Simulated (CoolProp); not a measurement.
Vapour-liquid equilibrium of p-xylene (1) + n-undecane (2) at 0.331 MPa; x and y are mole fractions of (1).

Computed with CoolProp (multi-fluid Helmholtz-energy mixture model, Zhou 2012 and Aleksandrov 2011; pair parameters Bell 2016).

```tsv
x	bubble temperature, mixture model (K)	bubble temperature, Raoult's law (K)	y, mixture model	y, Raoult's law
0.05	519.8	518.8	0.112	0.140
0.125	513.6	511.7	0.261	0.311
0.2	507.7	505.3	0.391	0.447
0.275	502.1	499.5	0.502	0.556
0.35	496.8	494.1	0.596	0.645
0.425	491.8	489.3	0.677	0.717
0.5	487.1	484.8	0.745	0.778
0.575	482.6	480.6	0.803	0.828
0.65	478.4	476.8	0.852	0.871
0.725	474.5	473.3	0.894	0.907
0.8	470.8	469.9	0.929	0.937
0.875	467.3	466.8	0.960	0.964
0.95	464.1	463.9	0.985	0.986
```

The largest gap from Raoult's law is +2.7 K in bubble temperature, at x = 0.35. No azeotrope shows between x = 0.05 and 0.95.

The pair parameters rest on a limited set of measurements; away from them the model extrapolates.
